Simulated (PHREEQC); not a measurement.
A solution holds 8.3 mmol/kgw H2SO4, 14 mmol/kgw CuSO4 and 0.87 mmol/kgw MnSO4, at 25 °C. Closed to the air; pH follows from the charge balance.

Computed with PHREEQC (ion-association model, phreeqc.dat).

Q: The ionic strength comes out as 0.0519 mol/kgw. What activity coefficients do Mn+2, Cu+2, HSO4-, H+, SO4-2 get?

A: Mn+2 0.48, Cu+2 0.48, HSO4- 0.82, H+ 0.85, SO4-2 0.46.

Precipitation was switched off in this run. Complexes and solids missing from the database can't appear.
